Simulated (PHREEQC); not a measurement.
Solution (20 °C): 0.015 mol HF, 3.2e-05 mol H2SiF6, 0.00015 mol H3PO4 and 0.0015 mol H2SO4 per kg of water. Closed to the air; pH follows from the charge balance.

The numbers come from PHREEQC with the ion-association model, phreeqc.dat.

Each row changes one thing in this solution. Precipitation was switched off in this run.

```tsv
case	pH	ionic strength (mol/kgw)	HF (mol/kgw)	F- (mol/kgw)	SO4-2 (mol/kgw)	HSO4- (mol/kgw)	SI of Quartz (SiO2)
as made	2.33	0.00621	0.0126	0.00215	0.00114	0.000364	-5.42
H3PO4 from 0.00015 to 7.5e-05 mol/kgw	2.33	0.00618	0.0126	0.00216	0.00114	0.000363	-5.42
diluted 5-fold with water	2.81	0.00188	0.00199	0.000994	0.000269	3.13e-5	-2.24
H2SiF6 from 3.2e-05 to 6.4e-06 mol/kgw	2.33	0.00615	0.0126	0.00216	0.00114	0.000363	-6.12
diluted 10-fold with water	3.02	0.00112	0.000840	0.000673	0.000140	1.03e-5	-1.51
0.00085 mol/kgw KH2PO4 added	2.35	0.00687	0.0126	0.00224	0.00115	0.000348	-5.44
diluted 2-fold with water	2.54	0.00371	0.00585	0.00158	0.000621	0.000129	-4.10
H3PO4 replaced by (NH4)2HPO4 at the same molality	2.35	0.00631	0.0126	0.00223	0.00114	0.000352	-5.44
```

SiF6-2 is the database's only silicon fluoride.
